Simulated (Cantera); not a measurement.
Feed: 1 mol FeCl3, 0.43 mol H2O, 0.16 mol H2, equilibrated at 1425 K and 8.10e-6 bar.

Cantera equilibrium calculation (NASA polynomials, part measured and part estimated; ideal gas, pure solids and liquids). Candidate condensed phases: Fe, FeCl2, FeCl3, FeO, Fe(OH)2, Fe(OH)3, Fe2O3, Fe3O4, H2O; 22 gas species. Equilibrium is a limit: real reactors are often held back by kinetics, nucleation or transport.

Base state: HCl 0.423, FeCl2 0.382, Cl 0.113, H2O 0.0443, O2 0.0366, OH 0.000317, O 9.33e-5, Cl2 8.83e-5 (mole fractions); condensed: Fe3O4(s).

Problem. What changes in the equilibrium state with this change: H2 from 0.16 to 0.42 mol?

Solution. 
```json
[
 {"species": "HCl", "before": "0.423", "after": "0.485"},
 {"species": "FeCl2", "before": "0.382", "after": "0.369"},
 {"species": "H2O", "before": "0.0443", "after": "0.112"},
 {"species": "Cl", "before": "0.113", "after": "0.0321"},
 {"species": "O2", "before": "0.0366", "after": "0.000879"},
 {"species": "H2", "before": "5.35e-5", "after": "0.000876"},
 {"species": "Cl2", "before": "8.83e-5", "after": "7.09e-6"},
 {"species": "O", "before": "9.33e-5", "after": "1.45e-5"},
 {"species": "Fe3O4(s), mol", "before": "0.0395", "after": "0.0393"}
]
```

Problem. What changes in the equilibrium state with this change: temperature from 1425 K to 723 K?

Solution. 
```tsv
species	before	after
HCl	0.423	0.625
FeCl3	5.50e-5	0.207
FeCl2	0.382	0.166
O2	0.0366	<1e-9
Cl	0.113	4.33e-6
H2O	0.0443	2.68e-5
Fe2Cl6	<1e-9	0.000407
OH	0.000317	<1e-9
O	9.33e-5	<1e-9
H2	5.35e-5	<1e-9
Fe2Cl4	8.41e-8	0.00195
Fe3O4(s), mol	0.0395	0
Fe2O3(s), mol	0	0.143
```
Condensed phases not in the tables: FeOCl.
